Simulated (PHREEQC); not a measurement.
Make-up at 20 °C: 0.0275 mol LiOH, 1.85e-06 mol CO2 and 0.0315 mol Na2CO3 per kg of water. Closed to the air; pH follows from the charge balance.

Model: ion-association model, phreeqc.dat, run in PHREEQC.

Question: The ionic strength comes out as 0.107 mol/kgw. What activity coefficients do Na+, CO3-2, HCO3-, Li+, NaCO3- get?

Answer: Na+ 0.78, CO3-2 0.38, HCO3- 0.79, Li+ 0.79, NaCO3- 0.78.

This is a speciation only: nothing precipitates in the calculation.
